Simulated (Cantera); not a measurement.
Thermodynamics of silicon oxide and oxynitride deposition, feed Si2H6 + NO + N2

A closed system holds: 1 mol Si2H6, 2.1 mol NO, 120 mol N2, at 730 Pa.

Equilibrium computed with Cantera from the NASA thermochemical tables; the gas is ideal and each condensed phase is pure. Candidate condensed phases: H2O, Si, SiO2, Si2N2O, Si3N4; 35 gas species. The feed counts by its element totals alone. Mutual solubility and eutectic melting of coexisting phases are not modelled. The tables hold silica as quartz up to 1696 K and as liquid above; real silica turns to tridymite and cristobalite and melts near 1996 K. Rates play no part.

| T (K) | log p N2 | log p H2 | log p SiO | log p H | n SiO2(α-quartz) | n Si2N2O(s) | n SiO2(β-quartz) |
|---|---|---|---|---|---|---|---|
| 775 | -2.15 | -3.75 | <-14 | -13.88 | 0.733 | 0.633 | 0 |
| 925 | -2.15 | -3.75 | <-14 | -11.46 | 0 | 0.633 | 0.733 |
| 1075 | -2.15 | -3.75 | -11.90 | -9.71 | 0 | 0.633 | 0.733 |
| 1225 | -2.15 | -3.75 | -8.88 | -8.38 | 0 | 0.633 | 0.733 |
| 1375 | -2.15 | -3.75 | -6.53 | -7.34 | 0 | 0.632 | 0.731 |
| 1525 | -2.15 | -3.75 | -4.65 | -6.50 | 0 | 0.507 | 0.606 |
| 1675 | -2.15 | -3.76 | -3.96 | -5.82 | 0 | 0 | 0.0958 |
log p: log10 of the partial pressure in bar; n: condensed amount in mol.

At 775 K the condensed part is SiO2(α-quartz) + Si2N2O(s). From 925 K to 1525 K the condensed part is SiO2(β-quartz) + Si2N2O(s). At 1675 K the condensed part is SiO2(β-quartz).
